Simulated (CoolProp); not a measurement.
Vapour-liquid equilibrium of ethane (1) + CHF3 (R23) (2) at 1.37 MPa; x and y are mole fractions of (1).

Model: multi-fluid Helmholtz-energy mixture model, Bücker 2006 and Penoncello 2003; pair parameters Bell 2016, in CoolProp.

Task: Give the bubble temperature and the first vapour's composition at x = 0.275, 0.575, 0.8. Is there an azeotrope?

Result: x = 0.275: 239.3 K, y = 0.426; x = 0.575: 238.2 K, y = 0.532; x = 0.8: 240.5 K, y = 0.650. y crosses x between x = 0.5 and 0.575: the model has an azeotrope there.

The pair parameters rest on a limited set of measurements; away from them the model extrapolates. With so large a gap from Raoult's law the liquid may split in two, which this calculation doesn't test in full.
